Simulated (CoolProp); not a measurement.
R227EA at 293.15 K and 0.139 MPa flows at 7.6 m/s in a round tube of 1 mm bore and 1.5 µm roughness, fully developed (64/Re and Nu = 3.66 if laminar; Colebrook and Gnielinski if turbulent). Each further row changes one setting.

Values from CoolProp's reference Helmholtz-energy equation of state, Lemmon 2016.

| case | Reynolds number | Darcy friction factor | pressure drop (Pa/m) | heat-transfer coefficient (W/(m² K)) | mass flow (kg/h) |
|---|---|---|---|---|---|
| as stated | 6770 | 0.0362 | 10600 | 291 | 0.217 |
| velocity 15.2 m/s | 13500 | 0.0311 | 36300 | 535 | 0.434 |
| diameter 2 mm | 13500 | 0.0298 | 4360 | 256 | 0.869 |

Viscosity comes from a separate model (Huber 2003), an estimate that may be off by 10 % or more. Thermal conductivity comes from a separate model (Huber 2003), an estimate that may be off by 10 % or more.
